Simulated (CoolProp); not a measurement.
Values from CoolProp's reference Helmholtz-energy equation of state, Aleksandrov 2011. It is a short technical equation, of lower accuracy than the large ones.

For n-undecane, give the phase and the density (kg/m³), cv (kJ/(kg K)) at 566.1 K and 0.619 MPa.


- 566.1 K and 0.619 MPa: gas; density 26.7, cv 2.77
